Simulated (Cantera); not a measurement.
An isothermal, constant-pressure homogeneous reactor starts with 100 % N2O, at 1300 K and 1.50 bar.

Detailed kinetics in Cantera: GRI-Mech 3.0 (53 species, 325 reactions). GRI-Mech 3.0 was tuned for natural gas; its chemistry of N2O as a main component is partial and can be far from experiment. The mechanism lacks the step 2 NO + O2 → 2 NO2, which can matter for NO2 below about 1400 K. The temperature is held fixed by assumption; the heat of reaction is taken as removed at once.

Q: Predict: x(N2O) at 6.00 s; x(NO2) at 6.00 s; x(O2) at 6.00 s; x(N2) at 6.00 s; x(NO) at 6.00 s; x(O) at 6.00 s.

A: 
```
Item                                                Value
----------------  ---------------------------------------
x(N2O) at 6.00 s  1.45e-6 (gas-phase equilibrium 3.44e-8)
x(NO2) at 6.00 s  0.00107 (gas-phase equilibrium 7.69e-6)
x(O2) at 6.00 s       0.298 (gas-phase equilibrium 0.333)
x(N2) at 6.00 s       0.632 (gas-phase equilibrium 0.666)
x(NO) at 6.00 s   0.0681 (gas-phase equilibrium 0.000461)
x(O) at 6.00 s    7.95e-8 (gas-phase equilibrium 8.39e-8)
```
